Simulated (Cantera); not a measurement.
A closed system holds: 1 mol Si3N4, a varied amount of Cl2, 5 mol H2, equilibrated at 0.100 bar.

Cantera equilibrium calculation (NASA polynomials, part measured and part estimated; ideal gas, pure solids and liquids). Candidate condensed phases: NH4Cl, Si, Si3N4; 28 gas species. Mutual solubility and eutectic melting of coexisting phases are not modelled. The tables' values for SiCl3 are old estimates. Kinetics and transport are ignored.

Stable condensed phases, one row left out:

```
T in K \ n(Cl2) in mol
         1.2 1.4 1.6 1.9 2.2 2.6 3.1 3.7 4.3 5.1   6
   1950    A   A   A   A   A   A   A   A   B   B   B
   1850    C   C   C   C   C   C   C   A   B   B   B
   1750    D   D   D   D   D   D   D   D   D   B   B
   1550    D   D   D   D   D   D   D   D   D   D   D
   1450    D   D   D   D   D   D   D   D   D   D   D
   1350    D   D   D   D   D   D   D   D   D   D   D
   1250    D   D   D   D   D   D   D   D   D   D   D
   1150    D   D   D   D   D   D   D   D   D   D   D
   1050    D   D   D   D   D   D   D   D   D   D   D
    950    D   D   D   D   D   D   D   D   D   D   D
    850    D   D   D   D   D   D   D   D   D   D   D
    750    D   D   D   D   D   D   D   D   D   D   D
```

A: Si; B: gas only; C: Si + Si3N4; D: Si3N4.

Give the row for 1650 K.

1.2: Si3N4; 1.4: Si3N4; 1.6: Si3N4; 1.9: Si3N4; 2.2: Si3N4; 2.6: Si3N4; 3.1: Si3N4; 3.7: Si3N4; 4.3: Si3N4; 5.1: Si3N4; 6: gas only.
